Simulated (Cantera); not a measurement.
Input: 1 mol Pb, 1.2 mol H₂O, a varied amount of H₂, held at 240000 Pa.

Equilibrium computed with Cantera from the NASA thermochemical tables; the gas is ideal and each condensed phase is pure. Candidate condensed phases: H₂O, Pb, PbO, PbO₂, Pb₃O₄; 12 gas species. Rates play no part.

Stable condensed phases, one row left out:

```
T in K \ n(H₂) in mol
          33  41  51  64  79  98 120 150
   1600    A   B   B   B   B   B   B   B
   1400    A   A   A   A   A   A   A   A
   1300    A   A   A   A   A   A   A   A
   1200    A   A   A   A   A   A   A   A
   1100    A   A   A   A   A   A   A   A
   1000    A   A   A   A   A   A   A   A
    900    A   A   A   A   A   A   A   A
    800    A   A   A   A   A   A   A   A
```

A: Pb; B: gas only.

Question: Give the row for 1500 K.

Answer: 33: Pb; 41: Pb; 51: Pb; 64: Pb; 79: Pb; 98: gas only; 120: gas only; 150: gas only.
